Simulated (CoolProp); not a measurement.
Toluene along the isobar 42.1 bar: density (kg/m³) from the reference equation and from simpler models built on Tc = 318.6 °C, pc = 41.26 bar, ω = 0.266; each cubic takes its own stable root.

The numbers come from the reference Helmholtz-energy equation of state, Lemmon 2006 in CoolProp. It is a short technical equation, of lower accuracy than the large ones.

```
T (°C)          phase  reference
------  -------------  ---------
285.85         liquid      546.4
290.95         liquid      533.3
296.05         liquid      518.8
301.15         liquid      502.3
306.15         liquid      483.3
311.25         liquid      458.7
321.45  supercritical      218.0
326.55  supercritical      172.6
331.65  supercritical      154.9
336.65  supercritical      143.8
341.75  supercritical      135.4
346.85  supercritical      128.7
```

Problem. How far does each simpler model (van der Waals, Redlich-Kwong) lie from the reference over these 12 states: mean and median of the absolute difference, and the worst?

Solution. 
- van der Waals: mean 21.5 %, median 23.0 %, worst -38.5 % at 285.85 °C and 42.1 bar
- Redlich-Kwong: mean 12.7 %, median 13.5 %, worst -24.0 % at 311.25 °C and 42.1 bar
